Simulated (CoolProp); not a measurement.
Saturation properties of isohexane.

Computed with CoolProp (reference Helmholtz-energy equation of state, Lemmon 2006). It is a short technical equation, of lower accuracy than the large ones.

```
T (K)  p (MPa)  liquid density (kg/m³)  liquid cp (kJ/(kg K))
-----  -------  ----------------------  ---------------------
349.5      [?]                   598.8                  2.498
353.8   0.1860                   594.3                  2.521
358.1   0.2093                   589.8                  2.545
362.4   0.2347                   585.2                  2.570
366.7   0.2624                   580.6                  2.595
371     0.2925                   575.8                  2.620
375.3   0.3252                   571.0                  2.646
379.6   0.3605                     [?]                    [?]
383.9   0.3987                   561.2                    [?]
388.2   0.4399                     [?]                  2.726
392.5   0.4841                   550.9                  2.755
396.8   0.5316                   545.6                  2.784
401.1   0.5826                   540.2                  2.814
405.3   0.6358                   534.8                  2.844
```

### Question
Fill in the missing entries.

### Answer

- 349.5, p (MPa): 0.1648
- 379.6, liquid density (kg/m³): 566.1
- 379.6, liquid cp (kJ/(kg K)): 2.672
- 383.9, liquid cp (kJ/(kg K)): 2.699
- 388.2, liquid density (kg/m³): 556.1

It boils at 333.4 K under 1 atm.
